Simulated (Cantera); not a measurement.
What does this Cantera script print?

```python
import numpy as np
import cantera as ct

gas = ct.Solution("gri30.yaml")
gas.TPX = 1298, 100000, {'N2O': 1}
reactor = ct.IdealGasConstPressureReactor(gas, energy="off", clone=False)
net = ct.ReactorNet([reactor])
net.rtol, net.atol = 1e-08, 1e-18
show = ['N2O', 'NO', 'O2', 'O', 'N2']
times = np.geomspace(2e-06, 2, 13)

steps = ct.SolutionArray(gas, extra=["t"])
rows = []
print(f"{'t/s':>10s}{'T/K':>9s}{'P/Pa':>11s}" + "".join(f"{s:>11s}" for s in show))
for t in times:
    while net.time < t:
        t_next = net.step()
        steps.append(gas.state, t=t_next)
    rows.append([np.interp(t, steps.t, y) for y in (steps.T, steps.P, *steps(*show).X.T)])
    print(f"{t:10.3e}{rows[-1][0]:9.1f}{rows[-1][1]:11.4g}" + "".join(f"{x:11.3e}" for x in rows[-1][2:]))
rate = np.gradient(steps.T, steps.t)
print("integrator steps:", len(steps.t))
if steps.T.max() > steps.T[0] + 200:
    print(f"time of steepest temperature rise: {steps.t[rate.argmax()]:.4e} s")
gas.TPX = 1298, 100000, {'N2O': 1}
gas.equilibrate("TP")
print(f"equilibrium (TP): T = {gas.T:.1f} K  " + "  ".join(f"{s} {gas[s].X[0]:.3e}" for s in show))
```

It prints:

```
       t/s      T/K       P/Pa        N2O         NO         O2          O         N2
 2.000e-06   1298.0      1e+05  1.000e+00  1.905e-07  5.498e-07  2.597e-06  3.791e-06
 6.325e-06   1298.0      1e+05  1.000e+00  1.433e-06  4.137e-06  5.397e-06  1.439e-05
 2.000e-05   1298.0      1e+05  9.999e-01  7.514e-06  2.169e-05  6.967e-06  5.411e-05
 6.325e-05   1298.0      1e+05  9.997e-01  2.818e-05  8.136e-05  7.037e-06  1.838e-04
 2.000e-04   1298.0      1e+05  9.990e-01  9.355e-05  2.701e-04  7.037e-06  5.941e-04
 6.325e-04   1298.0      1e+05  9.969e-01  2.997e-04  8.658e-04  7.034e-06  1.889e-03
 2.000e-03   1298.0      1e+05  9.903e-01  9.460e-04  2.737e-03  7.024e-06  5.958e-03
 6.325e-03   1298.0      1e+05  9.699e-01  2.939e-03  8.537e-03  6.986e-06  1.857e-02
 2.000e-02   1298.0      1e+05  9.093e-01  8.805e-03  2.577e-02  6.845e-06  5.606e-02
 6.325e-02   1298.0      1e+05  7.503e-01  2.384e-02  7.114e-02  6.406e-06  1.545e-01
 2.000e-01   1298.0      1e+05  4.457e-01  5.052e-02  1.591e-01  5.184e-06  3.442e-01
 6.325e-01   1298.0      1e+05  1.326e-01  7.116e-02  2.530e-01  2.625e-06  5.426e-01
 2.000e+00   1298.0      1e+05  9.646e-03  7.306e-02  2.929e-01  3.525e-07  6.236e-01
integrator steps: 850
equilibrium (TP): T = 1298.0 K  N2O 2.777e-08  NO 4.550e-04  O2 3.331e-01  O 9.911e-08  N2 6.664e-01
```

Detailed kinetics in Cantera: GRI-Mech 3.0 (53 species, 325 reactions). GRI-Mech 3.0 was tuned for natural gas; its chemistry of N2O as a main component is partial and can be far from experiment. The mechanism lacks the step 2 NO + O2 → 2 NO2, which can matter for NO2 below about 1400 K. The temperature is held fixed by assumption; the heat of reaction is taken as removed at once.
